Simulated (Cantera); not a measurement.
A closed system holds: 1 mol CH2F2, 0.028 mol HCl, 0.039 mol CH4, held at 1.10e-5 bar.

Method: chemical equilibrium by Gibbs-energy minimisation in Cantera with the NASA 1993 tables (ideal gas, pure condensed phases). Candidate condensed phases: C, C6H6, C7H8, C8H18; 118 gas species. The numbers say what is thermodynamically allowed, not how fast it happens. All values below are at 2648 K.

Base state: H 0.362, F 0.309, HF 0.189, C3 0.0592, C 0.0548, C2 0.0106, CF 0.00821, Cl 0.00706 (mole fractions); condensed: gas only.

Task: What changes in the equilibrium state with this change: pressure from 1.10e-5 bar to 1.00 bar?

Result: 
```tsv
species	before	after
HF	0.189	0.944
H2	0.000666	0.0333
HCl	1.86e-5	0.0112
H	0.362	0.00849
F	0.309	0.000723
C	0.0548	1.14e-6
C2	0.0106	4.13e-7
C3	0.0592	4.35e-6
C4	3.43e-5	4.75e-9
C5	9.12e-5	2.38e-8
CF	0.00821	3.62e-5
C2H2 (acetylene)	3.65e-6	0.000649
C(graphite), mol	0	1.04
```
